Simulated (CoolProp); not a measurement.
Ethylbenzene along the isobar 5.28 MPa: Z from the reference equation and from simpler models built on Tc = 617.1 K, pc = 3.622 MPa, ω = 0.304; each cubic takes its own stable root.

Computed with CoolProp (reference Helmholtz-energy equation of state, Zhou 2012).

| T (K) | phase | reference |
|---|---|---|
| 223.1 | liquid | 0.3248 |
| 239.2 | liquid | 0.3075 |
| 255.2 | liquid | 0.2926 |
| 271.3 | liquid | 0.2795 |
| 287.4 | liquid | 0.2679 |
| 303.4 | liquid | 0.2578 |
| 319.5 | liquid | 0.2488 |
| 335.6 | liquid | 0.2408 |
| 351.6 | liquid | 0.2337 |
| 367.7 | liquid | 0.2274 |
| 383.8 | liquid | 0.2219 |
| 399.9 | liquid | 0.2170 |
| 415.9 | liquid | 0.2127 |
| 432 | liquid | 0.2090 |
| 448.1 | liquid | 0.2059 |
| 464.1 | liquid | 0.2033 |

How far does each simpler model (van der Waals, Peng-Robinson) lie from the reference over these 16 states: mean and median of the absolute difference, and the worst?


- van der Waals: mean 70.0 %, median 69.9 %, worst +74.9 % at 223.1 K and 5.28 MPa
- Peng-Robinson: mean 1.3 %, median 0.5 %, worst +4.2 % at 223.1 K and 5.28 MPa
